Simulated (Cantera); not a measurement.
## Equilibrium for silicon nitride deposition: SiH2Cl2 + NH3 + N2

A closed system holds: 1 mol SiH2Cl2, 6 mol NH3, 4.5 mol N2, held at 973.15 K and 0.620 bar.

Cantera equilibrium calculation (NASA polynomials, part measured and part estimated; ideal gas, pure solids and liquids). Candidate condensed phases: NH4Cl, Si, Si3N4; 28 gas species. Equilibrium is a limit: real reactors are often held back by kinetics, nucleation or transport.

```json
{
  "x(H2)": "0.505",
  "x(N2)": "0.383",
  "x(HCl)": "0.111",
  "x(SiCl4)": "0.000321",
  "x(NH3)": "9.64e-5",
  "x(SiHCl3)": "8.23e-6",
  "n(Si3N4(s))": "0.331 mol",
  "gas_amount": "17.83 mol",
  "log10 activity of Si(s) (absent)": "-7.13"
}
```
